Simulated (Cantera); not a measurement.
What does this Cantera script print?

```python
import numpy as np
import cantera as ct

gas_names = """
    H HNO HNO2 HNO3 HO2 H2 H2O H2O2 N NH NH2 NH3 NH2OH NO NO2 NO3 N2 N2H2 N2H4 N2O O OH O2 O3 Si SiH
    SiH2 SiH3 SiH4 SiN SiO SiO2 Si2 Si2N Si3
""".split()
cond_names = """
    H2O(s) H2O(L) Si(cr) Si(L) SiO2(Lqz) SiO2(hqz) SiO2(L) Si2N2O(s) Si3N4(a)
""".split()


# ... load() reads the species with a 1 bar reference pressure and builds the phases ...
atoms = {
    'Si': {'Si': 1},
    'N2O': {'N': 2, 'O': 1},
    'H2': {'H': 2},
}
top_T = {'Si2N2O(s)': 2100, 'Si3N4(a)': 2400}  # K; cautious upper limits of use, not melting points


# ... equilibrate(T, P, feed) seeds the gas with the atoms and calls Mixture.equilibrate('TP', solver="vcs", rtol=1e-11, max_steps=5000) ...
results = []
feed = {'Si': 1, 'N2O': 0.42, 'H2': 160}  # mol
T = 1323  # K
P = 5.5  # Pa
mix = equilibrate(T, P, feed)
results.append((T, P, feed, dict(zip(mix.species_names, mix.species_moles))))
x = sorted(zip(gas.X, gas.species_names), reverse=True)
print(f"T = {T:g} K  P = {P:g} Pa  gas = {mix.phase_moles(0):.4g} mol")
print("   x: " + "  ".join(f"{s} {v:.3e}" for v, s in x if v > 0.0001))
print("   condensed (mol): " + ("  ".join(f"{mix.phase(i).name} {mix.phase_moles(i):.4g}"
      for i in range(1, mix.n_phases) if mix.phase_moles(i) > 1e-12) or "none"))
```

It prints:

```
T = 1323 K  P = 5.5 Pa  gas = 160.5 mol
   x: H2 9.970e-01  N2 1.392e-03  SiO 1.392e-03  H 2.135e-04
   condensed (mol): Si(cr) 0.3831  Si2N2O(s) 0.1966
```

Equilibrium computed with Cantera from the NASA thermochemical tables; the gas is ideal and each condensed phase is pure. Mutual solubility and eutectic melting of coexisting phases are not modelled.
